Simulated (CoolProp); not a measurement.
Properties of chloromethane (R40) along the isotherm 45.35 °C (Tc = 145.5 °C, pc = 6929 kPa, ω = 0.150).

Values from CoolProp's reference Helmholtz-energy equation of state, Thol 2014.

```tsv
p (kPa)	phase	cp (kJ/(kg K))	cv (kJ/(kg K))	Joule-Thomson coefficient (K/MPa)	fugacity coefficient
231	gas	0.8901	0.6970	29.35	0.9692
462	gas	0.9587	0.7291	29.46	0.9385
693	gas	1.046	0.7676	29.53	0.9078
924	gas	1.159	0.8144	29.58	0.8771
1150	liquid	1.685	0.9643	-0.1107	0.7575
1390	liquid	1.683	0.9637	-0.1141	0.6300
1620	liquid	1.680	0.9632	-0.1172	0.5433
1850	liquid	1.678	0.9626	-0.1203	0.4781
2080	liquid	1.676	0.9621	-0.1233	0.4274
2310	liquid	1.673	0.9616	-0.1263	0.3868
2540	liquid	1.671	0.9610	-0.1292	0.3535
2770	liquid	1.669	0.9605	-0.1321	0.3258
3000	liquid	1.666	0.9600	-0.1350	0.3023
3230	liquid	1.664	0.9595	-0.1377	0.2822
3460	liquid	1.662	0.9590	-0.1405	0.2648
```
